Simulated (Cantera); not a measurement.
Input: 1 mol C2H5OH, 0.34 mol O2, 0.49 mol N2, at 180000 Pa.

Method: chemical equilibrium by Gibbs-energy minimisation in Cantera with the NASA 1993 tables (ideal gas, pure condensed phases). Candidate condensed phases: C, C6H6, C7H8, C8H18, H2O; 136 gas species. Kinetics and transport are ignored.

At 1800 °C, list the 6 most abundant gas species with their mole fractions, and the condensed phases.

H2 0.576, CO 0.325, N2 0.0923, HCN 0.00449, H 0.00149, C2H2 (acetylene) 0.000706. Condensed: C(graphite).
